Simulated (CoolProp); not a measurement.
Vapour-liquid equilibrium of R143a (1) + R1234yf (2) at 280.2 K; x and y are mole fractions of (1).

The numbers come from the multi-fluid Helmholtz-energy mixture model, Lemmon and Jacobsen 2000 and Lemmon 2022; pair parameters Bell 2016 in CoolProp.

```csv
x,"bubble pressure, mixture model (kPa)","bubble pressure, Raoult's law (kPa)","y, mixture model","y, Raoult's law"
0.05,419.0,417.0,0.090,0.092
0.2,477.9,472.3,0.312,0.325
0.35,___,527.6,0.487,0.509
0.5,588.9,582.9,0.631,0.658
0.65,642.6,638.2,0.756,0.781
0.8,___,693.5,___,0.885
0.95,749.4,748.8,0.968,0.973
```

Problem. What belongs in the gaps?

Solution. 
- 0.35, bubble pressure, mixture model (kPa): 534.2
- 0.8, bubble pressure, mixture model (kPa): 695.9
- 0.8, y, mixture model: 0.867

The largest gap from Raoult's law is +1.3 % in bubble pressure, at x = 0.35. No azeotrope shows between x = 0.05 and 0.95.

The pair parameters rest on a limited set of measurements; away from them the model extrapolates.
